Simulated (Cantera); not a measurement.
A perfectly stirred reactor is fed with CO : O2 : H2O : N2 = 0.016 : 0.055 : 0.095 : 1 (molar parts), equivalence ratio 0.15, at 6.71 atm; it is held at 1325 K, and followed from long to short residence time.

Computed with Cantera and GRI-Mech 3.0 (53 species, 325 reactions).

Q: Predict: x(CO) at τ = 22.0 s; x(O2) at τ = 22.0 s; x(H2O) at τ = 22.0 s; x(NO) at τ = 22.0 s; x(H2O2) at τ = 22.0 s; x(CO) at τ = 21.0 ms; x(O2) at τ = 21.0 ms; x(H2O) at τ = 21.0 ms; x(NO) at τ = 21.0 ms; x(H2O2) at τ = 21.0 ms.

A: x(CO) at τ = 22.0 s: 5.17e-6
x(O2) at τ = 22.0 s: 0.0406
x(H2O) at τ = 22.0 s: 0.0820
x(NO) at τ = 22.0 s: 2.59e-8
x(H2O2) at τ = 22.0 s: 4.22e-9
x(CO) at τ = 21.0 ms: 0.00154
x(O2) at τ = 21.0 ms: 0.0413
x(H2O) at τ = 21.0 ms: 0.0819
x(NO) at τ = 21.0 ms: 1.27e-8
x(H2O2) at τ = 21.0 ms: 1.75e-7
